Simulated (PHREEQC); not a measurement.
1 kg of water holding 0.0063 mol/kgw K2SO4, 0.013 mol/kgw NaCl and 0.55 mol/kgw Na2SO4 is evaporated at 30 °C; the solids stay in contact with the brine. The system is closed to CO2. The run lets Arcanite, Glaserite, Halite, Mirabilite, Misenite, Sylvite, Thenardite precipitate or redissolve, and no other solid.

Base run: PHREEQC, Pitzer model, pitzer.dat. Each further column changes one thing. The table gives water activity.

```tsv
H2O removed (mol)	base	temperature from 30 to 50 °C	temperature from 30 to 25 °C
0	0.979	0.979	0.979
24.69	0.965	[?]	0.965
41.44	0.925	[?]	[?]
47.7	0.896	0.885	0.925
51.94	0.849	0.882	0.805
53.53	0.849	[?]	0.805
54.41	0.849	0.867	0.805
55.01	0.836	0.846	0.805
55.23	0.816	0.825	0.805
```

**Question.** Some entries are withheld; supply them.

**Answer.** 
- 24.69, temperature from 30 to 50 °C: 0.964
- 41.44, temperature from 30 to 50 °C: 0.923
- 41.44, temperature from 30 to 25 °C: 0.933
- 53.53, temperature from 30 to 50 °C: 0.877

 Constants without temperature data keep their 25 °C values here.
